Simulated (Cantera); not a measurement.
Feed: 1 mol B, 9.4 mol H₂, 2.8 mol N₂.

Equilibrium computed with Cantera from the NASA thermochemical tables; the gas is ideal and each condensed phase is pure. Candidate condensed phases: B, BN; 15 gas species. Mutual solubility and eutectic melting of coexisting phases are not modelled. The numbers say what is thermodynamically allowed, not how fast it happens.

Problem. What condenses at these points (T in K, P in Pa): (2025, 7200); (2150, 10); (2225, 100000); (2225, 37); (2050, 520); (1975, 37)?

Solution. 
```csv
T (K),P in Pa,condensed phases,B condensed (%)
2025,7200,BN,99.9
2150,10,B,79.2
2225,100000,BN,99.8
2225,37,B,83.9
2050,520,BN,99.7
1975,37,B + BN,99.3
```
